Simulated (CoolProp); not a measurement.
Vapour-liquid equilibrium of toluene (1) + o-xylene (2) at 0.19 MPa; x and y are mole fractions of (1).

Computed with CoolProp (multi-fluid Helmholtz-energy mixture model, Lemmon 2006 and Zhou 2012; pair parameters Bell 2016).

Give the bubble temperature and the first vapour's composition at x = 0.05, 0.35, 0.8. Is there an azeotrope?

x = 0.05: 167.4 °C, y = 0.098; x = 0.35: 154.3 °C, y = 0.543; x = 0.8: 139.4 °C, y = 0.901. No azeotrope shows between x = 0.05 and 0.95.

Pair parameters are fitted to limited data, so mixtures are less certain than the pure fluids.
